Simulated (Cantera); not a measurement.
Feed: 1 mol Si, 0.18 mol NH3, 49 mol H2, at 925 K and 5800 Pa.

Equilibrium computed with Cantera from the NASA thermochemical tables; the gas is ideal and each condensed phase is pure. Candidate condensed phases: Si, Si3N4; 18 gas species. The numbers say what is thermodynamically allowed, not how fast it happens.

Q: What is the equilibrium state?

A: x(H2): 1.00
n(Si(s)): 0.865 mol
n(Si3N4(s)): 0.0450 mol
gas amount: 49.27 mol
